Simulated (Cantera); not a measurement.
A perfectly stirred reactor is fed with 2.50 % C3H8, 20.5 % O2, 77.0 % N2, equivalence ratio 0.61, at 100000 Pa; it is adiabatic with a 350 K inlet, and is followed from long to short residence time, starting on the burning branch (τ in s: 0.093, 0.047, 0.024, 0.012, 0.0062, 0.0031, 0.0016, 0.00081, 0.00041, 0.00021, 0.00011, 5.4e-05).

Model: GRI-Mech 3.0 (53 species, 325 reactions), integrated in Cantera. GRI-Mech 3.0 was tuned for natural gas; its chemistry of propane as a main component is partial and can be far from experiment.

Question: Predict: blow-out, bracketed by the residence times tried; x(C3H8) at τ = 93.0 ms; x(O2) at τ = 93.0 ms; x(CH3) at τ = 93.0 ms; x(C2H4) at τ = 93.0 ms; x(HCO) at τ = 93.0 ms; x(C3H8) at τ = 1.60 ms; x(O2) at τ = 1.60 ms; x(CH3) at τ = 1.60 ms; x(C2H4) at τ = 1.60 ms; x(HCO) at τ = 1.60 ms.

Answer: 
- blow-out, bracketed by the residence times tried: burning at 0.210 ms, out at 0.110 ms
- x(C3H8) at τ = 93.0 ms: 1.07e-6
- x(O2) at τ = 93.0 ms: 0.0779
- x(CH3) at τ = 93.0 ms: 1.09e-6
- x(C2H4) at τ = 93.0 ms: 3.74e-6
- x(HCO) at τ = 93.0 ms: 1.70e-8
- x(C3H8) at τ = 1.60 ms: 1.66e-5
- x(O2) at τ = 1.60 ms: 0.0802
- x(CH3) at τ = 1.60 ms: 1.26e-5
- x(C2H4) at τ = 1.60 ms: 3.80e-5
- x(HCO) at τ = 1.60 ms: 1.31e-6
